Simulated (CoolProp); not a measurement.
n-heptane along the isobar 1.01 bar: density (kg/m³) from the reference equation and from simpler models built on Tc = 541.2 K, pc = 27.74 bar, ω = 0.349; each cubic takes its own stable root.

The numbers come from the reference Helmholtz-energy equation of state, Span 2003 in CoolProp. It is a short technical equation, of lower accuracy than the large ones.

```tsv
T (K)	phase	reference
323.1	liquid	658.2
331.6	liquid	650.8
340.2	liquid	643.1
348.8	liquid	635.4
357.4	liquid	627.5
365.9	liquid	619.6
374.5	gas	3.426
383.1	gas	3.334
391.6	gas	3.248
400.2	gas	3.167
408.8	gas	3.090
417.4	gas	3.018
```

Problem. How far does each simpler model (Redlich-Kwong, Peng-Robinson) lie from the reference over these 12 states: mean and median of the absolute difference, and the worst?

Solution. 
- Redlich-Kwong: mean 29.1 %, median 8.1 %, worst -99.4 % at 365.9 K and 1.01 bar
- Peng-Robinson: mean 0.6 %, median 0.7 %, worst -0.8 % at 374.5 K and 1.01 bar

At some of these states Redlich-Kwong gives the other phase, because its saturation line lies elsewhere.
